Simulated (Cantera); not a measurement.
**Premixed flame**

A freely propagating, adiabatic, planar premixed flame of CH₄ : O₂ : N₂ = 1 : 1.67 : 5.67 (molar parts), equivalence ratio 1.2, unburnt at 375 K and 120 Torr; mixture-averaged transport, grid criteria slope 0.08 and curve 0.16, no radiation.

Cantera simulation using GRI-Mech 3.0 (53 species, 325 reactions); the numbers are that mechanism's predictions, not measurements. Burning velocities carry a grid error of a few per cent, more on coarse grids.

```tsv
z (mm)	T (K)	u (m/s)	x CH₄	x O₂	x H₂O	x HO₂	x HCO	x CH₂O
-5.31	375	0.883	0.120	0.200	1.88e-6	1.15e-8	<1e-8	<1e-8
-3.54	375	0.886	0.119	0.200	5.31e-5	4.13e-7	<1e-8	1.51e-7
-2.66	379	0.897	0.119	0.199	0.000433	3.93e-6	<1e-8	1.86e-6
-1.77	440	1.05	0.114	0.194	0.00665	5.33e-5	<1e-8	4.48e-5
-0.885	931	2.28	0.0801	0.155	0.0560	5.62e-5	1.30e-6	0.000539
-0.443	1383	3.45	0.0428	0.108	0.104	0.000123	3.12e-5	0.00109
0	1769	4.46	0.0112	0.0566	0.149	7.91e-5	9.47e-5	0.000775
0.443	1938	4.90	0.00122	0.0260	0.173	1.06e-5	4.21e-5	0.000187
0.885	1976	4.99	7.46e-5	0.0140	0.180	1.32e-6	4.65e-6	1.69e-5
1.77	1995	5.01	2.52e-7	0.00846	0.180	6.04e-7	5.47e-8	6.75e-8
3.54	2010	5.04	<1e-8	0.00714	0.179	5.22e-7	3.11e-8	<1e-8
7.08	2031	5.08	<1e-8	0.00652	0.180	4.78e-7	2.82e-8	<1e-8
14.2	2064	5.15	<1e-8	0.00568	0.183	4.20e-7	2.42e-8	<1e-8
```
x: mole fraction of selected species; z is measured from the peak of heat release.

laminar burning velocity: 88.2 cm/s
thermal thickness: 1.77 mm
peak x(HO₂): 0.000130
peak x(HCO): 9.49e-5
peak x(CH₂O): 0.00112
grid points: 163
